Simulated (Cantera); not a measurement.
Feed: 1 mol Nb₂O₅, 0.43 mol H₂, 0.81 mol H₂O, equilibrated at 973 K and 0.000540 bar.

Cantera equilibrium calculation (NASA polynomials, part measured and part estimated; ideal gas, pure solids and liquids). Candidate condensed phases: H₂O, Nb, NbO, NbO₂, Nb₂O₅; 12 gas species. Condensed phases not in the tables: the oxides between NbO₂ and Nb₂O₅. Kinetics and transport are ignored.

**Question.** What is the equilibrium state?

**Answer.** 
```
Property                               Result
----------------------------------  ---------
x(H₂O)                                  0.653
x(H₂)                                   0.347
n(Nb₂O₅(s))                          1.00 mol
gas amount                          1.240 mol
log10 activity of NbO₂(s) (absent)      -1.32
log10 activity of Nb(s) (absent)       -14.19
```
